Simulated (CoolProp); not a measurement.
Model: reference Helmholtz-energy equation of state, Lemmon 2006, in CoolProp. It is a short technical equation, of lower accuracy than the large ones.

Q: Give the vapour pressure (kPa), liquid density (kg/m³), vapour Z, surface tension (mN/m) of saturated R141b at -23.45 °C.

A: 
| T (°C) | p (kPa) | liquid density (kg/m³) | vapour Z | surface tension (mN/m) |
|---|---|---|---|---|
| -23.45 | 8.55 | 1320 | 0.993 | 24.3 |

Surface tension comes from a separate correlation (Mulero 2012).
